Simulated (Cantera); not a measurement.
An isothermal plug-flow reactor at 900 K and 3230 Torr (inlet), inlet velocity 0.094 m/s, active area per volume 1200 1/m; feed CH4 : O2 : N2 : H2O = 0.004 : 0.018 : 0.79 : 0.068 (molar parts), equivalence ratio 0.44.

Computed with Cantera and Deutschmann's 1995 Pt surface mechanism with GRI-Mech 3.0 gas chemistry. Catalytic surfaces can have several steady states; this one follows from the mechanism file's or the stated starting coverage. Mass transfer to the wall is taken as infinitely fast.

What does this change do: CH4 0.004 to 0.0061 parts?


| quantity | before | after |
|---|---|---|
| x(CH4) at z = 0.0031 m | 0.00234 | 0.00333 |
| x(O2) at z = 0.0031 m | 0.0161 | 0.0133 |
| x(H2O) at z = 0.0031 m | 0.0817 | 0.0842 |
| x(CO2) at z = 0.0031 m | 0.00219 | 0.00357 |
| x(CO) at z = 0.0031 m | 6.93e-7 | 1.02e-6 |
| θ(free Pt) at the exit | 0.112 | 0.120 |
| θ(O*) at the exit | 0.875 | 0.867 |
| θ(OH*) at the exit | 0.0123 | 0.0129 |

What does this change do: inlet velocity 0.094 to 0.39 m/s?


```tsv
quantity	before	after
x(CH4) at z = 0.0031 m	0.00234	0.00391
x(O2) at z = 0.0031 m	0.0161	0.0192
x(H2O) at z = 0.0031 m	0.0817	0.0785
x(CO2) at z = 0.0031 m	0.00219	0.000630
x(CO) at z = 0.0031 m	6.93e-7	1.13e-6
θ(free Pt) at the exit	0.112	0.107
θ(O*) at the exit	0.875	0.881
θ(OH*) at the exit	0.0123	0.0118
```
